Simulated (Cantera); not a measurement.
A perfectly stirred reactor is fed with 6.82 % CH4, 4.16 % H2, 17.5 % O2, 71.6 % N2, equivalence ratio 0.90, at 2400 Torr; it is adiabatic with a 675 K inlet, and is followed from long to short residence time, starting on the burning branch (τ in s: 0.039, 0.02, 0.011, 0.0056, 0.0029, 0.0015, 0.00079, 0.00041, 0.00022, 0.00011, 5.9e-05, 3.1e-05, 1.6e-05).

Detailed kinetics in Cantera: GRI-Mech 3.0 (53 species, 325 reactions).

Question: Predict: blow-out, bracketed by the residence times tried; x(CH4) at τ = 39.0 ms; x(H2) at τ = 39.0 ms; x(O2) at τ = 39.0 ms; x(H2O) at τ = 39.0 ms; x(HO2) at τ = 39.0 ms; x(CH4) at τ = 0.790 ms; x(H2) at τ = 0.790 ms; x(O2) at τ = 0.790 ms; x(H2O) at τ = 0.790 ms; x(HO2) at τ = 0.790 ms.

Answer: 
```json
{
 "blow_out_bracketed_by_the_residence_times_tried": "burning at 16.0 µs, the shortest tried",
 "x(CH4) at τ = 39.0 ms": "1.81e-6",
 "x(H2) at τ = 39.0 ms": "0.00196",
 "x(O2) at τ = 39.0 ms": "0.0182",
 "x(H2O) at τ = 39.0 ms": "0.176",
 "x(HO2) at τ = 39.0 ms": "2.61e-6",
 "x(CH4) at τ = 0.790 ms": "4.61e-5",
 "x(H2) at τ = 0.790 ms": "0.00483",
 "x(O2) at τ = 0.790 ms": "0.0228",
 "x(H2O) at τ = 0.790 ms": "0.171",
 "x(HO2) at τ = 0.790 ms": "5.68e-6"
}
```
